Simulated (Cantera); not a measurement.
A perfectly stirred reactor is fed with CH3OH : O2 : N2 = 0.0052 : 0.019 : 1 (molar parts), at 19.0 bar; it is held at 1548 K, and followed from long to short residence time.

Computed with Cantera and GRI-Mech 3.0 (53 species, 325 reactions). GRI-Mech 3.0 was tuned for natural gas; its chemistry of methanol as a main component is partial and can be far from experiment. The pressure lies above the range GRI-Mech 3.0 was tuned for (to about 10 atm).

Task: Predict: x(CH3OH) at τ = 8.90 s; x(O2) at τ = 8.90 s; x(OH) at τ = 8.90 s; x(NO) at τ = 8.90 s; x(CH3OH) at τ = 44.0 ms; x(O2) at τ = 44.0 ms; x(HCO) at τ = 44.0 ms; x(OH) at τ = 44.0 ms; x(NO) at τ = 44.0 ms.

Result: 
| Quantity | Result |
|---|---|
| x(CH3OH) at τ = 8.90 s | 2.62e-8 |
| x(O2) at τ = 8.90 s | 0.0109 |
| x(OH) at τ = 8.90 s | 1.01e-5 |
| x(NO) at τ = 8.90 s | 3.48e-6 |
| x(CH3OH) at τ = 44.0 ms | 1.65e-6 |
| x(O2) at τ = 44.0 ms | 0.0109 |
| x(HCO) at τ = 44.0 ms | 1.20e-9 |
| x(OH) at τ = 44.0 ms | 3.02e-5 |
| x(NO) at τ = 44.0 ms | 1.39e-6 |
